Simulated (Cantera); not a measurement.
Input (Python, Cantera):

```python
import numpy as np
import cantera as ct

gas = ct.Solution("gri30.yaml")
gas.TPX = 973, 25000, {'H2': 1.5, 'O2': 1, 'N2': 2.2}
inlet = ct.Reservoir(gas, clone=True)

reactor = ct.IdealGasConstPressureReactor(gas, energy="off", clone=False)
exhaust = ct.Reservoir(gas, clone=True)
tau = [8.9, 4.1, 1.9, 0.88, 0.4, 0.19, 0.086, 0.04, 0.018, 0.0084][0]
for a, b in ((inlet, reactor), (reactor, exhaust)):
    ct.MassFlowController(a, b, mdot=lambda t: reactor.mass / tau)
net = ct.ReactorNet([reactor])
show = ['H2', 'O2', 'HO2', 'O', 'H', 'NO', 'NO2']

rows = []
print(f"{'tau/s':>10s}{'T/K':>9s}" + "".join(f"{s:>11s}" for s in show))
for tau in [8.9, 4.1, 1.9, 0.88, 0.4, 0.19, 0.086, 0.04, 0.018, 0.0084]:
    net.initial_time = 0.0
    net.advance(30 * tau)
    before = gas.X
    net.advance(40 * tau)
    drift = np.max(np.abs(gas.X - before) / (gas.X + 1e-9))
    rows.append([gas.T, *gas[show].X, drift])
    print(f"{tau:10.3e}{gas.T:9.1f}" + "".join(f"{x:11.3e}" for x in gas[show].X))
```

It prints:

```
     tau/s      T/K         H2         O2        HO2          O          H         NO        NO2
 8.900e+00    973.0  5.251e-03  6.571e-02  2.863e-05  1.542e-06  1.412e-06  1.706e-09  8.143e-10
 4.100e+00    973.0  7.551e-03  6.678e-02  3.458e-05  2.647e-06  2.899e-06  1.816e-09  5.146e-10
 1.900e+00    973.0  9.489e-03  6.769e-02  3.925e-05  4.846e-06  6.008e-06  2.421e-09  3.777e-10
 8.800e-01    973.0  1.081e-02  6.830e-02  4.234e-05  9.436e-06  1.268e-05  3.933e-09  3.151e-10
 4.000e-01    973.0  1.221e-02  6.896e-02  4.470e-05  1.875e-05  2.748e-05  7.071e-09  2.779e-10
 1.900e-01    973.0  1.425e-02  6.991e-02  4.695e-05  3.464e-05  5.687e-05  1.234e-08  2.486e-10
 8.600e-02    973.0  1.768e-02  7.150e-02  4.968e-05  6.351e-05  1.223e-04  2.158e-08  2.171e-10
 4.000e-02    973.0  2.267e-02  7.383e-02  5.266e-05  1.093e-04  2.531e-04  3.538e-08  1.859e-10
 1.800e-02    973.0  3.026e-02  7.738e-02  5.605e-05  1.856e-04  5.316e-04  5.634e-08  1.541e-10
 8.400e-03    973.0  4.052e-02  8.221e-02  5.953e-05  2.992e-04  1.057e-03  8.366e-08  1.264e-10
```

Cantera simulation using GRI-Mech 3.0 (53 species, 325 reactions); the numbers are that mechanism's predictions, not measurements. The temperature is held fixed by assumption; the heat of reaction is taken as removed at once.
